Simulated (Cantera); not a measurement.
Feed: 1 mol C₂H₅OH, 0.41 mol H₂, 1.1 mol O₂, equilibrated at 2523 K.

These are equilibrium values from Cantera (NASA tables, ideal gas, pure condensed phases), not measurements of a reactor. Candidate condensed phases: C, C₆H₆, C₇H₈, C₈H₁₈, H₂O; 110 gas species. Kinetics and transport are ignored.

Problem. At 0.100 bar, list the 5 most abundant gas species with their mole fractions, and the condensed phases.

Solution. H₂ 0.396, CO 0.333, H₂O 0.184, H 0.0553, CO₂ 0.0247. Condensed: gas only.
